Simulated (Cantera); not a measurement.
A closed system holds: 1 mol SiH4, 0.29 mol H2O, held at 56.0 Pa.

Equilibrium computed with Cantera from the NASA thermochemical tables; the gas is ideal and each condensed phase is pure. Candidate condensed phases: H2O, Si, SiO2; 18 gas species. Mutual solubility and eutectic melting of coexisting phases are not modelled. The tables hold silica as quartz up to 1696 K and as liquid above; real silica turns to tridymite and cristobalite and melts near 1996 K. Gases not in the tables: Si2H6 and higher silanes. The numbers say what is thermodynamically allowed, not how fast it happens.

What share of the Si ends up in condensed phases as a function of T (K), at 1323, 1373, 1423, 1473, 1523, 1573, 1623, 1673, 1723, 1773, 1823, 1873, 1923, 1973?


| T (K) | Si condensed (%) | as |
|---|---|---|
| 1323 | 94.5 | Si(s) + SiO2(β-quartz) |
| 1373 | 81.8 | Si(s) + SiO2(β-quartz) |
| 1423 | 71.0 | Si(s) |
| 1473 | 71.0 | Si(s) |
| 1523 | 71.0 | Si(s) |
| 1573 | 71.0 | Si(s) |
| 1623 | 70.9 | Si(s) |
| 1673 | 70.8 | Si(s) |
| 1723 | 70.5 | Si(l) |
| 1773 | 70.0 | Si(l) |
| 1823 | 68.8 | Si(l) |
| 1873 | 66.6 | Si(l) |
| 1923 | 62.4 | Si(l) |
| 1973 | 54.5 | Si(l) |
